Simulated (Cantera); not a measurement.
## Thermodynamics of aluminium nitride and oxide growth, feed Al(CH3)3 + N2O + H2

Input: 1 mol Al(CH3)3, a varied amount of N2O, 6.7 mol H2, equilibrated at 452 °C and 428 Torr.

Equilibrium computed with Cantera from the NASA thermochemical tables; the gas is ideal and each condensed phase is pure. Candidate condensed phases: Al, AlN, Al2O3, C, C6H6, C7H8, C8H18, H2O; 148 gas species. The feed counts by its element totals alone. Rates play no part.

From 2.7 mol N2O to 42 mol N2O the condensed part is Al2O3(s).

```json
[
 {"n(N2O) (mol)": "2.7", "x N2": "0.245", "x H2": "0.380", "x H2O": "0.101", "x CH4": "0.268", "x O2": "<1e-12", "x CO2": "0.00310", "x CO": "0.00154", "x NH3": "0.000453", "n Al2O3(s)": "0.500"},
 {"n(N2O) (mol)": "3.6", "x N2": "0.296", "x H2": "0.312", "x H2O": "0.145", "x CH4": "0.231", "x O2": "<1e-12", "x CO2": "0.0120", "x CO": "0.00343", "x NH3": "0.000371", "n Al2O3(s)": "0.500"},
 {"n(N2O) (mol)": "4.7", "x N2": "0.341", "x H2": "0.266", "x H2O": "0.174", "x CH4": "0.186", "x O2": "<1e-12", "x CO2": "0.0264", "x CO": "0.00536", "x NH3": "0.000314", "n Al2O3(s)": "0.500"},
 {"n(N2O) (mol)": "6.2", "x N2": "0.386", "x H2": "0.230", "x H2O": "0.197", "x CH4": "0.136", "x O2": "<1e-12", "x CO2": "0.0445", "x CO": "0.00689", "x NH3": "0.000267", "n Al2O3(s)": "0.500"},
 {"n(N2O) (mol)": "8.1", "x N2": "0.427", "x H2": "0.198", "x H2O": "0.216", "x CH4": "0.0883", "x O2": "<1e-12", "x CO2": "0.0624", "x CO": "0.00762", "x NH3": "0.000225", "n Al2O3(s)": "0.500"},
 {"n(N2O) (mol)": "11", "x N2": "0.472", "x H2": "0.161", "x H2O": "0.238", "x CH4": "0.0405", "x O2": "<1e-12", "x CO2": "0.0809", "x CO": "0.00725", "x NH3": "0.000173", "n Al2O3(s)": "0.500"},
 {"n(N2O) (mol)": "14", "x N2": "0.508", "x H2": "0.119", "x H2O": "0.264", "x CH4": "0.0114", "x O2": "<1e-12", "x CO2": "0.0919", "x CO": "0.00552", "x NH3": "0.000115", "n Al2O3(s)": "0.500"},
 {"n(N2O) (mol)": "18", "x N2": "0.559", "x H2": "0.0209", "x H2O": "0.327", "x CH4": "7.04e-6", "x O2": "<1e-12", "x CO2": "0.0924", "x CO": "0.000785", "x NH3": "8.83e-6", "n Al2O3(s)": "0.500"},
 {"n(N2O) (mol)": "24", "x N2": "0.588", "x H2": "<1e-12", "x H2O": "0.274", "x CH4": "<1e-12", "x O2": "0.0649", "x CO2": "0.0734", "x CO": "<1e-12", "x NH3": "<1e-12", "n Al2O3(s)": "0.500"},
 {"n(N2O) (mol)": "32", "x N2": "0.605", "x H2": "<1e-12", "x H2O": "0.212", "x CH4": "<1e-12", "x O2": "0.126", "x CO2": "0.0568", "x CO": "<1e-12", "x NH3": "<1e-12", "n Al2O3(s)": "0.500"},
 {"n(N2O) (mol)": "42", "x N2": "0.619", "x H2": "<1e-12", "x H2O": "0.165", "x CH4": "<1e-12", "x O2": "0.172", "x CO2": "0.0442", "x CO": "<1e-12", "x NH3": "<1e-12", "n Al2O3(s)": "0.500"}
]
```
x: gas mole fraction; n: condensed amount in mol.
